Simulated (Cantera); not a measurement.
A Cantera script and its output.

```python
import numpy as np
import cantera as ct

gas = ct.Solution("gri30.yaml")
gas.TPX = 1450, 15000, {'C2H6': 1, 'N2': 5.4}
inlet = ct.Reservoir(gas, clone=True)

reactor = ct.IdealGasConstPressureReactor(gas, energy="off", clone=False)
exhaust = ct.Reservoir(gas, clone=True)
tau = [5.4, 2, 0.72, 0.26, 0.096, 0.035, 0.013, 0.0047, 0.0017, 0.00063, 0.00023][0]
for a, b in ((inlet, reactor), (reactor, exhaust)):
    ct.MassFlowController(a, b, mdot=lambda t: reactor.mass / tau)
net = ct.ReactorNet([reactor])
show = ['C2H6', 'HCN', 'CH2', 'C2H', 'CH3', 'H']

rows = []
print(f"{'tau/s':>10s}{'T/K':>9s}" + "".join(f"{s:>11s}" for s in show))
for tau in [5.4, 2, 0.72, 0.26, 0.096, 0.035, 0.013, 0.0047, 0.0017, 0.00063, 0.00023]:
    net.initial_time = 0.0
    net.advance(30 * tau)
    before = gas.X
    net.advance(40 * tau)
    drift = np.max(np.abs(gas.X - before) / (gas.X + 1e-9))
    rows.append([gas.T, *gas[show].X, drift])
    print(f"{tau:10.3e}{gas.T:9.1f}" + "".join(f"{x:11.3e}" for x in gas[show].X))
```

Result:

```
     tau/s      T/K       C2H6        HCN        CH2        C2H        CH3          H
 5.400e+00   1450.0  7.898e-05  3.760e-08  6.382e-09  1.824e-08  6.757e-05  2.530e-05
 2.000e+00   1450.0  1.664e-04  3.713e-08  1.216e-08  2.401e-08  9.762e-05  3.319e-05
 7.200e-01   1450.0  3.623e-04  3.611e-08  2.363e-08  3.134e-08  1.444e-04  4.321e-05
 2.600e-01   1450.0  8.049e-04  3.376e-08  4.542e-08  3.955e-08  2.163e-04  5.458e-05
 9.600e-02   1450.0  1.801e-03  3.037e-08  8.512e-08  4.749e-08  3.243e-04  6.631e-05
 3.500e-02   1450.0  4.181e-03  2.655e-08  1.595e-07  5.335e-08  4.937e-04  7.766e-05
 1.300e-02   1450.0  9.795e-03  2.300e-08  2.939e-07  5.318e-08  7.567e-04  8.608e-05
 4.700e-03   1450.0  2.366e-02  1.939e-08  5.321e-07  4.259e-08  1.181e-03  8.817e-05
 1.700e-03   1450.0  5.316e-02  1.531e-08  8.472e-07  2.427e-08  1.750e-03  8.085e-05
 6.300e-04   1450.0  9.484e-02  1.139e-08  1.057e-06  9.835e-09  2.200e-03  6.776e-05
 2.300e-04   1450.0  1.301e-01  7.548e-09  9.658e-07  2.786e-09  2.179e-03  5.303e-05
```

Detailed kinetics in Cantera: GRI-Mech 3.0 (53 species, 325 reactions). GRI-Mech 3.0 stops at C3 and has no aromatics, soot or wall deposition, so with more carbon than oxygen in the feed, carbon stays in small species such as C2H2 where larger ones or solid carbon would form.
